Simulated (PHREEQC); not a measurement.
Make-up at 25 °C: 30 mmol/kgw CuSO4, 0.015 mmol/kgw H3AsO4, 7.4 mmol/kgw H2SO4 and 2 mmol/kgw H4SiO4. Closed to the air; pH follows from the charge balance.

Equilibrium calculation in PHREEQC: ion-association model, wateq4f.dat.

Precipitation was switched off in this run.

### Question
Estimate the pH, ionic strength.

### Answer
pH 2.16; ionic strength 0.0822 mol/kgw.

### Question
In which forms is S present?

### Answer
SO4-2 51 %, CuSO4 31 %, HSO4- 17 % of the S.

Examples of supersaturated solids here: Quartz (slow to form), Chalcedony (slow to form). Others may be too. The database has no arsenate complexes of Cu.
